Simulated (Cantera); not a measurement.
Charge: 1 mol Si, 6.7 mol F₂, 77 mol N₂, held at 93.0 Pa.

Cantera equilibrium calculation (NASA polynomials, part measured and part estimated; ideal gas, pure solids and liquids). Candidate condensed phases: Si, Si₃N₄; 16 gas species. Equilibrium is a limit: real reactors are often held back by kinetics, nucleation or transport.

### Question
At 427 °C, list the 5 most abundant gas species with their mole fractions, and the condensed phases.

### Answer
N₂ 0.928, F₂ 0.0470, SiF₄ 0.0121, F 0.0102, NF₃ 0.00308. Condensed: gas only.
